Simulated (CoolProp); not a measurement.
Vapour-liquid equilibrium of R22 (1) + methanol (2) at 1.85 °C; x and y are mole fractions of (1).

Values from CoolProp's multi-fluid Helmholtz-energy mixture model, Kamei 1995 and de Reuck 1993; pair parameters Bell 2016.

### Question
Give the bubble pressure and the first vapour's composition at x = 0.2, 0.35, 0.5. Is there an azeotrope?

### Answer
x = 0.2: 164.1 kPa, y = 0.975; x = 0.35: 251.9 kPa, y = 0.985; x = 0.5: 321.1 kPa, y = 0.990. No azeotrope shows between x = 0.05 and 0.95.

Pair parameters are fitted to limited data, so mixtures are less certain than the pure fluids. With so large a gap from Raoult's law the liquid may split in two, which this calculation doesn't test in full.
